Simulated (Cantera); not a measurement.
Input (Python, Cantera) and output of one run.

```python
import numpy as np
import cantera as ct

gas_names = [...]  # 95 gases of nasa_gas.yaml made of C, F, H
cond_names = """
    C(gr) C6H6(L) C7H8(L) C8H18(L),n-octa
""".split()


# ... load() reads the species with a 1 bar reference pressure and builds the phases ...
atoms = {
    'C2F6': {'C': 2, 'F': 6},
    'H2': {'H': 2},
}
top_T = {'C(gr)': 4500}  # K; cautious upper limits of use, not melting points


# ... equilibrate(T, P, feed) seeds the gas with the atoms and calls Mixture.equilibrate('TP', solver="vcs", rtol=1e-11, max_steps=5000) ...
results = []
T = 2825  # K
P = 28  # Pa
for m in [1.2, 1.4, 1.6, 1.9, 2.2, 2.6, 3, 3.4, 4, 4.6, 5.3, 6.2, 7.2]:
    feed = {'C2F6': 1, 'H2': m}  # mol
    mix = equilibrate(T, P, feed)
    results.append((T, P, feed, dict(zip(mix.species_names, mix.species_moles))))

top = {s: max(r[3][s] / sum(r[3][g] for g in gas_names) for r in results) for s in gas_names}
cols = sorted((s for s in top if top[s] > 0.0001), key=lambda s: -top[s])[:8]
seen = [c for c in cond_names if any(r[3].get(c, 0) > 1e-12 for r in results)]
print("log10 of partial pressures in bar; condensed amounts in mol")
print(f"{'n(H2)':>10s}" + "".join(f"{s[:9]:>10s}" for s in cols + seen))
for T, P, feed, n in results:
    ng = sum(n[g] for g in gas_names)
    print(f"{feed['H2']:10.4g}" + "".join(f"{np.log10(max(n[s] / ng * P / 1e5, 1e-99)):10.3f}" for s in cols)
          + "".join(f"{n.get(c, 0):10.4g}" for c in seen))
```

It prints:

```
log10 of partial pressures in bar; condensed amounts in mol
     n(H2)         H         F        HF        C3        CF         C        H2        C2
       1.2    -4.748    -3.826    -4.121    -4.724    -5.050    -5.182    -7.397    -5.613
       1.4    -4.657    -3.865    -4.069    -4.727    -5.090    -5.183    -7.216    -5.616
       1.6    -4.576    -3.905    -4.028    -4.732    -5.131    -5.185    -7.054    -5.619
       1.9    -4.469    -3.967    -3.982    -4.742    -5.196    -5.188    -6.839    -5.625
       2.2    -4.374    -4.030    -3.951    -4.754    -5.263    -5.192    -6.650    -5.634
       2.6    -4.267    -4.113    -3.927    -4.774    -5.354    -5.199    -6.435    -5.647
         3    -4.178    -4.194    -3.918    -4.798    -5.442    -5.207    -6.257    -5.663
       3.4    -4.104    -4.269    -3.920    -4.825    -5.526    -5.216    -6.109    -5.681
         4    -4.018    -4.371    -3.935    -4.867    -5.642    -5.230    -5.937    -5.709
       4.6    -3.953    -4.458    -3.958    -4.910    -5.744    -5.244    -5.807    -5.738
       5.3    -3.896    -4.546    -3.989    -4.959    -5.848    -5.260    -5.694    -5.770
       6.2    -3.843    -4.640    -4.031    -5.018    -5.962    -5.280    -5.588    -5.809
       7.2    -3.801    -4.727    -4.075    -5.078    -6.069    -5.300    -5.504    -5.850
```

Method: chemical equilibrium by Gibbs-energy minimisation in Cantera with the NASA 1993 tables (ideal gas, pure condensed phases). The feed counts by its element totals alone.
